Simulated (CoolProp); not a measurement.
Vapour-liquid equilibrium of CHF3 (R23) (1) + CH2F2 (R32) (2) at 167.7 K; x and y are mole fractions of (1).

Model: multi-fluid Helmholtz-energy mixture model, Penoncello 2003 and Tillner-Roth 1997; pair parameters Bell 2016, in CoolProp.

```json
[
 {"x": "0.05", "bubble pressure (kPa)": "3.271", "y at the bubble point": "0.334", "dew pressure at overall composition x (kPa)": "2.399", "liquid density (mol/L)": "25.77"},
 {"x": "0.125", "bubble pressure (kPa)": "4.737", "y at the bubble point": "0.575", "dew pressure at overall composition x (kPa)": "2.581", "liquid density (mol/L)": "25.44"},
 {"x": "0.2", "bubble pressure (kPa)": "6.194", "y at the bubble point": "0.702", "dew pressure at overall composition x (kPa)": "2.793", "liquid density (mol/L)": "25.11"},
 {"x": "0.275", "bubble pressure (kPa)": "7.638", "y at the bubble point": "0.780", "dew pressure at overall composition x (kPa)": "3.042", "liquid density (mol/L)": "24.78"},
 {"x": "0.35", "bubble pressure (kPa)": "9.064", "y at the bubble point": "0.833", "dew pressure at overall composition x (kPa)": "3.341", "liquid density (mol/L)": "24.47"},
 {"x": "0.425", "bubble pressure (kPa)": "10.47", "y at the bubble point": "0.872", "dew pressure at overall composition x (kPa)": "3.705", "liquid density (mol/L)": "24.15"},
 {"x": "0.5", "bubble pressure (kPa)": "11.86", "y at the bubble point": "0.901", "dew pressure at overall composition x (kPa)": "4.157", "liquid density (mol/L)": "23.84"},
 {"x": "0.575", "bubble pressure (kPa)": "13.23", "y at the bubble point": "0.924", "dew pressure at overall composition x (kPa)": "4.735", "liquid density (mol/L)": "23.54"},
 {"x": "0.65", "bubble pressure (kPa)": "14.59", "y at the bubble point": "0.942", "dew pressure at overall composition x (kPa)": "5.500", "liquid density (mol/L)": "23.24"},
 {"x": "0.725", "bubble pressure (kPa)": "15.94", "y at the bubble point": "0.958", "dew pressure at overall composition x (kPa)": "6.556", "liquid density (mol/L)": "22.94"},
 {"x": "0.8", "bubble pressure (kPa)": "17.28", "y at the bubble point": "0.971", "dew pressure at overall composition x (kPa)": "8.112", "liquid density (mol/L)": "22.65"},
 {"x": "0.875", "bubble pressure (kPa)": "18.63", "y at the bubble point": "0.983", "dew pressure at overall composition x (kPa)": "10.62", "liquid density (mol/L)": "22.36"},
 {"x": "0.95", "bubble pressure (kPa)": "20.00", "y at the bubble point": "0.994", "dew pressure at overall composition x (kPa)": "15.22", "liquid density (mol/L)": "22.07"}
]
```

No azeotrope shows between x = 0.05 and 0.95.

Pair parameters are fitted to limited data, so mixtures are less certain than the pure fluids.
